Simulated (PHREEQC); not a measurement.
Solution (25 °C): 0.0018 mol/kgw CuSO4, 0.0023 mol/kgw HNO3 and 9.7e-05 mol/kgw KCl. Closed to the air; pH follows from the charge balance.

The numbers come from PHREEQC with the ion-association model, phreeqc.dat.

No solid was allowed to form.

Question: Estimate the pH, ionic strength.

Answer: pH 2.71; ionic strength 0.00834 mol/kgw.

Question: In which forms is S present?

Answer: SO4-2 77 %, CuSO4 12 %, HSO4- 11 % of the S.
